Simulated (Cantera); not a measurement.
An adiabatic, constant-pressure homogeneous reactor starts with 8.21 % CO, 6.00 % H2, 0.287 % CH4, 14.9 % O2, 55.9 % N2, 14.8 % CO2, equivalence ratio 0.52, at 1550 K and 1000000 Pa.

Detailed kinetics in Cantera: GRI-Mech 3.0 (53 species, 325 reactions).

Problem. Predict: time of steepest temperature rise; temperature at 0.300 s; equilibrium temperature; x(CO) at 0.300 s; x(H2) at 0.300 s; x(OH) at 0.300 s.

Solution. 
```json
{
  "time_of_steepest_temperature_rise": "2.49 µs",
  "temperature at 0.300 s": "2453 K",
  "equilibrium_temperature": "2453 K",
  "x(CO) at 0.300 s": "0.00805 (gas-phase equilibrium 0.00805)",
  "x(H2) at 0.300 s": "0.000373 (gas-phase equilibrium 0.000373)",
  "x(OH) at 0.300 s": "0.00445 (gas-phase equilibrium 0.00445)"
}
```
